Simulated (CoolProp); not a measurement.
500 sccm (0 °C, 1 atm) of nitrogen bubbles through liquid tetrahydrofuran at 304.6 K and leaves saturated at a total pressure of 0.15 MPa (ideal gas phase). Each further row changes one setting.

Model: reference Helmholtz-energy equation of state, Fiedler 2023, in CoolProp.

```tsv
case	vapour pressure (kPa)	mole fraction of vapour	delivery (mg/min)	delivery (sccm)	change of delivery for a bath 1 K warmer (%)
as stated	28.5	(withheld)	(withheld)	117	5.3
bath temperature 309.6 K	35.0	0.233	489	(withheld)	5.4
total pressure 0.3 MPa	28.5	0.0950	(withheld)	52.5	(withheld)
```

### Question
What belongs in the gaps?

### Answer

- as stated, mole fraction of vapour: 0.190
- as stated, delivery (mg/min): 377
- bath temperature 309.6 K, delivery (sccm): 152
- total pressure 0.3 MPa, delivery (mg/min): 169
- total pressure 0.3 MPa, change of delivery for a bath 1 K warmer (%): 4.7
